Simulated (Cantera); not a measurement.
An adiabatic, constant-pressure homogeneous reactor starts with CO : H2 : CH4 : O2 : N2 : H2O = 1 : 0.19 : 0.059 : 0.751 : 2.82 : 0.18 (molar parts), at 1525 K and 7500 Torr. Integrator tolerance rtol = 1e-08.

Cantera simulation using GRI-Mech 3.0 (53 species, 325 reactions); the numbers are that mechanism's predictions, not measurements.

Q: What does this change do: constant volume in place of constant pressure?

A: 
| quantity | before | after |
|---|---|---|
| time of steepest temperature rise | 4.94 µs | 4.70 µs |
| temperature at 0.100 s | 2886 K | 3044 K |
| equilibrium temperature | 2886 K | 3044 K |
| x(CO) at 0.100 s | 0.0645 (gas-phase equilibrium 0.0645) | 0.0755 (gas-phase equilibrium 0.0755) |
| x(H2) at 0.100 s | 0.00505 (gas-phase equilibrium 0.00505) | 0.00589 (gas-phase equilibrium 0.00589) |
| x(CH4) at 0.100 s | <1e-12 (gas-phase equilibrium <1e-12) | <1e-12 (gas-phase equilibrium <1e-12) |
| x(HCN) at 0.100 s | 3.99e-9 (gas-phase equilibrium 3.99e-9) | 1.13e-8 (gas-phase equilibrium 1.13e-8) |
| x(CH3) at 0.100 s | <1e-12 (gas-phase equilibrium <1e-12) | <1e-12 (gas-phase equilibrium <1e-12) |
Above 3000 K some thermodynamic fits are extrapolated.

Q: What does this change do: initial temperature 1525 to 1275 K?

A: 
```csv
quantity,before,after
time of steepest temperature rise,4.94 µs,37.7 µs
temperature at 0.100 s,2886 K,2789 K
equilibrium temperature,2886 K,2789 K
x(CO) at 0.100 s,0.0645 (gas-phase equilibrium 0.0645),0.0512 (gas-phase equilibrium 0.0512)
x(H2) at 0.100 s,0.00505 (gas-phase equilibrium 0.00505),0.00395 (gas-phase equilibrium 0.00395)
x(CH4) at 0.100 s,<1e-12 (gas-phase equilibrium <1e-12),<1e-12 (gas-phase equilibrium <1e-12)
x(HCN) at 0.100 s,3.99e-9 (gas-phase equilibrium 3.99e-9),2.12e-9 (gas-phase equilibrium 2.12e-9)
x(CH3) at 0.100 s,<1e-12 (gas-phase equilibrium <1e-12),<1e-12 (gas-phase equilibrium <1e-12)
```
